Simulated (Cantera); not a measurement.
Cantera run:

```python
import numpy as np
import cantera as ct

gas_names = """
    CL CL2 H HCL H2 Si SiCL SiCL2 SiCL3 SiCL4 SiH SiHCL3 SiH2 SiH2CL2 SiH3 SiH3CL SiH4 Si2 Si3
""".split()
cond_names = """
    Si(cr) Si(L)
""".split()


# ... load() reads the species with a 1 bar reference pressure and builds the phases ...
atoms = {
    'SiCl4': {'Si': 1, 'CL': 4},
    'Cl2': {'CL': 2},
    'H2': {'H': 2},
}
top_T = {}  # K; cautious upper limits of use, not melting points


# ... equilibrate(T, P, feed) seeds the gas with the atoms and calls Mixture.equilibrate('TP', solver="vcs", rtol=1e-11, max_steps=5000) ...
results = []
T = 1075  # K
P = 630000  # Pa
for m in [0.5, 0.61, 0.75, 0.92, 1.1, 1.4, 1.7, 2.1]:
    feed = {'SiCl4': 1, 'Cl2': m, 'H2': 1.6}  # mol
    mix = equilibrate(T, P, feed)
    results.append((T, P, feed, dict(zip(mix.species_names, mix.species_moles))))

top = {s: max(r[3][s] / sum(r[3][g] for g in gas_names) for r in results) for s in gas_names}
cols = sorted((s for s in top if top[s] > 1e-06), key=lambda s: -top[s])[:5]
seen = [c for c in cond_names if any(r[3].get(c, 0) > 1e-12 for r in results)]
print("log10 of partial pressures in bar; condensed amounts in mol")
print(f"{'n(Cl2)':>10s}" + "".join(f"{s[:9]:>10s}" for s in cols + seen))
for T, P, feed, n in results:
    ng = sum(n[g] for g in gas_names)
    print(f"{feed['Cl2']:10.4g}" + "".join(f"{np.log10(max(n[s] / ng * P / 1e5, 1e-99)):10.3f}" for s in cols)
          + "".join(f"{n.get(c, 0):10.4g}" for c in seen))
```

Result:

```
log10 of partial pressures in bar; condensed amounts in mol
    n(Cl2)       HCL        H2     SiCL4       CL2    SiHCL3
       0.5     0.314     0.344     0.302    -9.557    -1.573
      0.61     0.383     0.284     0.288    -9.359    -1.716
      0.75     0.452     0.200     0.271    -9.136    -1.887
      0.92     0.519     0.082     0.251    -8.885    -2.091
       1.1     0.574    -0.072     0.230    -8.620    -2.322
       1.4     0.645    -0.504     0.197    -8.048    -2.857
       1.7     0.671    -7.664     0.166    -0.835   -10.074
       2.1     0.632    -8.402     0.127    -0.174   -10.812
```

Equilibrium computed with Cantera from the NASA thermochemical tables; the gas is ideal and each condensed phase is pure. The tables' values for SiCl3 are old estimates; treat these amounts as uncertain.
